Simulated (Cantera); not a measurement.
Mixture: H2 : O2 : N2 = 1 : 0.385 : 1.45 (molar parts), at 2930 Torr, adiabatic and at constant pressure. Ignition delay is the time to a rise of 400 K.

Cantera simulation using the H2/O2 subset of GRI-Mech 3.0, which has no nitrogen chemistry; the numbers are that mechanism's predictions, not measurements. The hydrogen kinetics of GRI-Mech 3.0 are dated; newer H2 mechanisms differ, most at raised pressure. Where the delays flatten at high temperature, the 400 K rule measures the pace of heat release, not the induction time.

**Question.** What does this change do: pressure from 2930 Torr to 750 Torr?

**Answer.** 
| quantity | before | after |
|---|---|---|
| delay at 1050 K | 2.00 ms | 0.149 ms |
| delay at 1250 K | 11.3 µs | 37.7 µs |
| delay at 1450 K | 4.32 µs | 19.7 µs |
| delay at 1650 K | 2.56 µs | 15.5 µs |
| delay at 1850 K | 1.98 µs | 15.9 µs |

**Question.** What does this change do: N2 1.45 to 2.6 parts?

**Answer.** 
```
quantity          before    after
---------------  -------  -------
delay at 1050 K  2.00 ms  2.40 ms
delay at 1250 K  11.3 µs  16.2 µs
delay at 1450 K  4.32 µs  6.57 µs
delay at 1650 K  2.56 µs  4.27 µs
delay at 1850 K  1.98 µs  3.71 µs
```
